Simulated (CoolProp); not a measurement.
The fluid at 298.15 K and 9.95 MPa flows at 0.1 m/s in a round tube of 2 mm bore and 45 µm roughness, fully developed (64/Re and Nu = 3.66 if laminar; Colebrook and Gnielinski if turbulent). The same conditions are run with several fluids, on thermodynamics alone (safety and materials aside).

The numbers come from the reference Helmholtz-energy equation of state of each fluid (R143a: Lemmon and Jacobsen 2000; R245fa: Akasaka 2015; ammonia: Gao 2020; ethane: Bücker 2006; R134a: Tillner-Roth 1994) in CoolProp.

```
fluid    Reynolds number  Darcy friction factor  pressure drop (Pa/m)  heat-transfer coefficient (W/(m² K))  mass flow (kg/h)
-------  ---------------  ---------------------  --------------------  ------------------------------------  ----------------
R143a               1530                 0.0419                   104                                   144              1.13
R245fa               607                  0.105                   360                                   176              1.55
ammonia              879                 0.0728                   111                                   919             0.691
ethane              1430                 0.0448                  43.2                                   160             0.436
R134a               1110                 0.0578                   181                                   160              1.42
```

Transport values come from each fluid's own correlations; those of R143a, R245fa, R134a are estimates that may be off by 10 % or more.
